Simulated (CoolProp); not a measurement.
Sulfur hexafluoride along the isotherm 352 K: Z from the reference equation and from simpler models built on Tc = 318.7 K, pc = 37.55 bar, ω = 0.210; each cubic takes its own stable root.

Model: reference Helmholtz-energy equation of state, Guder 2009, in CoolProp.

```json
[
 {"p (bar)": "1.19", "phase": "gas", "reference": "0.9924", "Redlich-Kwong": "0.9919", "Soave-Redlich-Kwong": "0.9922", "Peng-Robinson": "0.9911"},
 {"p (bar)": "1.79", "phase": "gas", "reference": "0.9885", "Redlich-Kwong": "0.9878", "Soave-Redlich-Kwong": "0.9883", "Peng-Robinson": "0.9867"},
 {"p (bar)": "2.7", "phase": "gas", "reference": "0.9826", "Redlich-Kwong": "0.9815", "Soave-Redlich-Kwong": "0.9823", "Peng-Robinson": "0.9798"},
 {"p (bar)": "4.08", "phase": "gas", "reference": "0.9736", "Redlich-Kwong": "0.9719", "Soave-Redlich-Kwong": "0.9732", "Peng-Robinson": "0.9694"},
 {"p (bar)": "6.15", "phase": "gas", "reference": "0.9598", "Redlich-Kwong": "0.9573", "Soave-Redlich-Kwong": "0.9593", "Peng-Robinson": "0.9537"},
 {"p (bar)": "9.28", "phase": "gas", "reference": "0.9386", "Redlich-Kwong": "0.9348", "Soave-Redlich-Kwong": "0.9379", "Peng-Robinson": "0.9296"},
 {"p (bar)": "14", "phase": "gas", "reference": "0.9056", "Redlich-Kwong": "0.8998", "Soave-Redlich-Kwong": "0.9047", "Peng-Robinson": "0.8925"},
 {"p (bar)": "21.1", "phase": "gas", "reference": "0.8531", "Redlich-Kwong": "0.8441", "Soave-Redlich-Kwong": "0.8525", "Peng-Robinson": "0.8347"},
 {"p (bar)": "31.9", "phase": "gas", "reference": "0.7653", "Redlich-Kwong": "0.7508", "Soave-Redlich-Kwong": "0.7665", "Peng-Robinson": "0.7414"},
 {"p (bar)": "48.1", "phase": "supercritical", "reference": "0.6098", "Redlich-Kwong": "0.5835", "Soave-Redlich-Kwong": "0.6204", "Peng-Robinson": "0.5892"},
 {"p (bar)": "72.5", "phase": "supercritical", "reference": "0.4249", "Redlich-Kwong": "0.4363", "Soave-Redlich-Kwong": "0.4744", "Peng-Robinson": "0.4416"},
 {"p (bar)": "109", "phase": "supercritical", "reference": "0.4775", "Redlich-Kwong": "0.5027", "Soave-Redlich-Kwong": "0.5238", "Peng-Robinson": "0.4791"},
 {"p (bar)": "165", "phase": "supercritical", "reference": "0.6326", "Redlich-Kwong": "0.6519", "Soave-Redlich-Kwong": "0.6678", "Peng-Robinson": "0.6061"},
 {"p (bar)": "249", "phase": "supercritical", "reference": "0.8704", "Redlich-Kwong": "0.8766", "Soave-Redlich-Kwong": "0.8902", "Peng-Robinson": "0.8052"},
 {"p (bar)": "375", "phase": "supercritical", "reference": "1.215", "Redlich-Kwong": "1.200", "Soave-Redlich-Kwong": "1.213", "Peng-Robinson": "1.095"}
]
```
